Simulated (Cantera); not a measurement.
Input (Python, Cantera):

```python
import numpy as np
import cantera as ct

gas = ct.Solution("gri30.yaml")
gas.TPX = 1825, 7000, {'CH4': 1, 'N2': 6.5}
reactor = ct.IdealGasConstPressureReactor(gas, energy="off", clone=False)
net = ct.ReactorNet([reactor])
net.rtol, net.atol = 1e-08, 1e-18
show = ['CH4', 'H2', 'CH3', 'HCN', 'C2H2']
times = np.geomspace(0.0002, 8, 11)

steps = ct.SolutionArray(gas, extra=["t"])
rows = []
print(f"{'t/s':>10s}{'T/K':>9s}{'P/Pa':>11s}" + "".join(f"{s:>11s}" for s in show))
for t in times:
    while net.time < t:
        t_next = net.step()
        steps.append(gas.state, t=t_next)
    rows.append([np.interp(t, steps.t, y) for y in (steps.T, steps.P, *steps(*show).X.T)])
    print(f"{t:10.3e}{rows[-1][0]:9.1f}{rows[-1][1]:11.4g}" + "".join(f"{x:11.3e}" for x in rows[-1][2:]))
rate = np.gradient(steps.T, steps.t)
print("integrator steps:", len(steps.t))
if steps.T.max() > steps.T[0] + 200:
    print(f"time of steepest temperature rise: {steps.t[rate.argmax()]:.4e} s")
gas.TPX = 1825, 7000, {'CH4': 1, 'N2': 6.5}
gas.equilibrate("TP")
print(f"equilibrium (TP): T = {gas.T:.1f} K  " + "  ".join(f"{s} {gas[s].X[0]:.3e}" for s in show))
```

Output:

```
       t/s      T/K       P/Pa        CH4         H2        CH3        HCN       C2H2
 2.000e-04   1825.0       7000  1.330e-01  1.377e-04  2.699e-04  2.757e-12  1.436e-08
 5.771e-04   1825.0       7000  1.324e-01  4.721e-04  7.716e-04  4.444e-11  1.147e-06
 1.665e-03   1825.0       7000  1.290e-01  3.049e-03  2.092e-03  1.396e-09  9.244e-05
 4.804e-03   1825.0       7000  1.006e-01  3.391e-02  3.670e-03  1.049e-07  5.976e-03
 1.386e-02   1825.0       7000  4.565e-02  1.125e-01  1.998e-03  1.285e-06  3.600e-02
 4.000e-02   1825.0       7000  1.528e-02  1.551e-01  8.019e-04  4.450e-06  5.149e-02
 1.154e-01   1825.0       7000  3.818e-03  1.708e-01  2.541e-04  1.033e-05  5.697e-02
 3.330e-01   1825.0       7000  9.104e-04  1.748e-01  7.010e-05  1.834e-05  5.834e-02
 9.609e-01   1825.0       7000  2.581e-04  1.757e-01  2.062e-05  2.702e-05  5.865e-02
 2.773e+00   1825.0       7000  9.274e-05  1.759e-01  7.447e-06  3.590e-05  5.872e-02
 8.000e+00   1825.0       7000  5.826e-05  1.760e-01  4.681e-06  4.826e-05  5.874e-02
integrator steps: 1423
equilibrium (TP): T = 1825.0 K  CH4 3.563e-05  H2 1.760e-01  CH3 2.862e-06  HCN 7.640e-02  C2H2 2.058e-02
```

Computed with Cantera and GRI-Mech 3.0 (53 species, 325 reactions). GRI-Mech 3.0 stops at C3 and has no aromatics, soot or wall deposition, so with more carbon than oxygen in the feed, carbon stays in small species such as C2H2 where larger ones or solid carbon would form.
